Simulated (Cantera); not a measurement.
Feed: 1 mol SiF4, 0.21 mol N2, 0.12 mol H2, 0.54 mol NH3, equilibrated at 527 °C and 9.80 mbar.

Method: chemical equilibrium by Gibbs-energy minimisation in Cantera with the NASA 1993 tables (ideal gas, pure condensed phases). Candidate condensed phases: Si, Si3N4; 37 gas species. The numbers say what is thermodynamically allowed, not how fast it happens.

Base state: SiF4 0.415, H2 0.386, N2 0.199, HF 9.85e-5, SiHF3 5.73e-5 (mole fractions); condensed: gas only.

**Question.** What changes in the equilibrium state with this change: temperature from 527 °C to 1102 °C?

**Answer.** 
```json
[
 {"species": "SiF4", "before": "0.415", "after": "0.400"},
 {"species": "H2", "before": "0.386", "after": "0.376"},
 {"species": "N2", "before": "0.199", "after": "0.198"},
 {"species": "HF", "before": "9.85e-5", "after": "0.0127"},
 {"species": "SiF3", "before": "1.71e-7", "after": "0.0102"},
 {"species": "SiF2", "before": "<1e-9", "after": "0.000187"},
 {"species": "H", "before": "<1e-9", "after": "2.12e-5"},
 {"species": "SiHF3", "before": "5.73e-5", "after": "0.00218"}
]
```
The tables' values for SiF3, SiF2 are old estimates; treat these amounts as uncertain.

**Question.** What changes in the equilibrium state with this change: SiF4 replaced by SiCl4?

**Answer.** 
```json
[
 {"species": "HCl", "before": "0", "after": "0.361"},
 {"species": "SiCl4", "before": "0", "after": "0.312"},
 {"species": "H2", "before": "0.386", "after": "0.194"},
 {"species": "SiF4", "before": "0.415", "after": "0"},
 {"species": "N2", "before": "0.199", "after": "0.133"},
 {"species": "SiHCl3", "before": "0", "after": "0.000152"},
 {"species": "HF", "before": "9.85e-5", "after": "0"},
 {"species": "SiHF3", "before": "5.73e-5", "after": "0"},
 {"species": "Si3N4(s), mol", "before": "0", "after": "0.0746"}
]
```
Further candidate phases: NH4Cl.
